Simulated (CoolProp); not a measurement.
Vapour-liquid equilibrium of CH2F2 (R32) (1) + dimethyl ether (2) at 17.5 bar; x and y are mole fractions of (1).

Model: multi-fluid Helmholtz-energy mixture model, Tillner-Roth 1997 and Wu 2011; pair parameters Bell 2016, in CoolProp.

Task: Give the bubble temperature and the first vapour's composition at x = 0.05, 0.275, 0.725. Is there an azeotrope?

Result: x = 0.05: 338.9 K, y = 0.090; x = 0.275: 326.8 K, y = 0.435; x = 0.725: 307.7 K, y = 0.849. No azeotrope shows between x = 0.05 and 0.95.

Pair parameters are fitted to limited data, so mixtures are less certain than the pure fluids.
